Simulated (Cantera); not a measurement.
An adiabatic, constant-volume homogeneous reactor starts with 2.47 % CH4, 1.93 % CO, 16.9 % O2, 63.4 % N2, 15.3 % H2O, equivalence ratio 0.35, at 1575 K and 405 Torr.

Computed with Cantera and GRI-Mech 3.0 (53 species, 325 reactions).

One state of this run: T (K) = 2280; P (bar) = 0.778; x CH4 = <1e-12; x CO = 0.00152; x O2 = 0.107; x H2O = 0.198; x C2H = <1e-12; x CH3 = <1e-12. x: mole fraction; the columns are a selection and need not sum to one.

Task: Which value of t (s) does it belong to?
A. 0.000252
B. 4.00e-6
C. 1.59e-5
D. 0.0634

Result: D, 0.0634
